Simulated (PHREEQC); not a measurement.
Consider water at 25 °C with 29 mmol/kgw HF, 1.9 mmol/kgw (NH4)2SiF6 and 9.4 mmol/kgw H2SO4. Closed to the air; pH follows from the charge balance.

Computed with PHREEQC (ion-association model, wateq4f.dat).

This is a speciation only: nothing precipitates in the calculation.

Task: Order these S species by the share of S that they hold, largest first: NH4SO4-, SO4-2, HSO4-.

Result: SO4-2 (53 %), HSO4- (46 %), NH4SO4- (1.4 %)

The pH is 1.85 and the ionic strength 0.0265 mol/kgw. wateq4f.dat counts part of the HF as a dimer, H2F2, which phreeqc.dat doesn't know; its constant is uncertain. SiF6-2 is the database's only silicon fluoride.
